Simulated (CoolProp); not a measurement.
Saturation properties of dimethyl carbonate (Tc = 283.9 °C, pc = 4909 kPa, ω = 0.346).

The numbers come from the reference Helmholtz-energy equation of state, Zhou 2011 in CoolProp.

| T (°C) | p (kPa) | vapour density (kg/m³) | enthalpy of vaporisation (kJ/kg) |
|---|---|---|---|
| 60.45 | 35.57 | 1.171 | 395.8 |
| 69.95 | 50.94 | 1.637 | 389.4 |
| 79.45 | 71.27 | 2.240 | 383.0 |
| 88.95 | 97.65 | 3.006 | 376.5 |
| 98.55 | 131.7 | 3.977 | 369.7 |
| 108.05 | 173.9 | 5.164 | 362.9 |
| 117.55 | 226.0 | 6.612 | 355.8 |
| 127.15 | 290.4 | 8.382 | 348.5 |
| 136.65 | 367.1 | 10.48 | 341.0 |
| 146.15 | 458.6 | 12.98 | 333.1 |
| 155.75 | 567.7 | 15.96 | 324.9 |
| 165.25 | 694.2 | 19.43 | 316.4 |
| 174.75 | 841.0 | 23.51 | 307.4 |

It boils at 90.1 °C under 1 atm.
